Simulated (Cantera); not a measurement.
What does this Cantera script print?

```python
import numpy as np
import cantera as ct

gas_names = """
    C CN C2 CCN CNC C2N2 C3 C4 C4N2 C5 N N2 Si SiC SiC2 SiN Si2 Si2C Si2N Si3
""".split()
cond_names = """
    C(gr) Si(cr) Si(L) SiC(b) Si3N4(a)
""".split()


# ... load() reads the species with a 1 bar reference pressure and builds the phases ...
atoms = {
    'Si3N4': {'Si': 3, 'N': 4},
    'C': {'C': 1},
    'N2': {'N': 2},
}
top_T = {'C(gr)': 4500, 'SiC(b)': 3050, 'Si3N4(a)': 2400}  # K; cautious upper limits of use, not melting points


# ... equilibrate(T, P, feed) seeds the gas with the atoms and calls Mixture.equilibrate('TP', solver="vcs", rtol=1e-11, max_steps=5000) ...
results = []
feed = {'Si3N4': 1, 'C': 0.077, 'N2': 1.5}  # mol
T = 1475  # K
for P in [1, 4.6, 22, 100, 460, 2200, 10000, 46000, 220000, 1000000]:
    mix = equilibrate(T, P, feed)
    results.append((T, P, feed, dict(zip(mix.species_names, mix.species_moles))))

top = {s: max(r[3][s] / sum(r[3][g] for g in gas_names) for r in results) for s in gas_names}
cols = sorted((s for s in top if top[s] > 1e-05), key=lambda s: -top[s])[:8]
seen = [c for c in cond_names if any(r[3].get(c, 0) > 1e-12 for r in results)]
print("log10 of partial pressures in bar; condensed amounts in mol")
print(f"{'P/Pa':>10s}" + "".join(f"{s[:9]:>10s}" for s in cols + seen))
for T, P, feed, n in results:
    ng = sum(n[g] for g in gas_names)
    print(f"{P:10.4g}" + "".join(f"{np.log10(max(n[s] / ng * P / 1e5, 1e-99)):10.3f}" for s in cols)
          + "".join(f"{n.get(c, 0):10.4g}" for c in seen))
```

It prints:

```
log10 of partial pressures in bar; condensed amounts in mol
      P/Pa        N2        Si     C(gr)    Si(cr)    SiC(b)  Si3N4(a)
         1    -5.000    -8.240         0     2.921     0.077         0
       4.6    -4.337    -8.376         0         0     0.077    0.9743
        22    -3.658    -8.830         0         0     0.077    0.9743
       100    -3.000    -9.268         0         0     0.077    0.9743
       460    -2.337    -9.710         0         0     0.077    0.9743
      2200    -1.658   -10.163         0         0     0.077    0.9743
     1e+04    -1.000   -10.601     0.077         0         0         1
   4.6e+04    -0.337   -11.043     0.077         0         0         1
   2.2e+05     0.342   -11.496     0.077         0         0         1
     1e+06     1.000   -11.935     0.077         0         0         1
```

These are equilibrium values from Cantera (NASA tables, ideal gas, pure condensed phases), not measurements of a reactor. Mutual solubility and eutectic melting of coexisting phases are not modelled.
